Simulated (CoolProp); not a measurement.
Model: reference Helmholtz-energy equation of state, Thol 2022, in CoolProp.

**Question.** For vinyl chloride, give the phase and the Z, cp (kJ/(kg K)), cv (kJ/(kg K)), speed of sound (m/s) at 285.6 K and 15.5 bar; 285.7 K and 2.87 bar; 276.1 K and 97.4 bar.

**Answer.** 
- 285.6 K and 15.5 bar: liquid; Z 0.0441, cp 1.51, cv 0.912, speed of sound 935
- 285.7 K and 2.87 bar: liquid; Z 0.00819, cp 1.51, cv 0.911, speed of sound 926
- 276.1 K and 97.4 bar: liquid; Z 0.278, cp 1.47, cv 0.911, speed of sound 1030
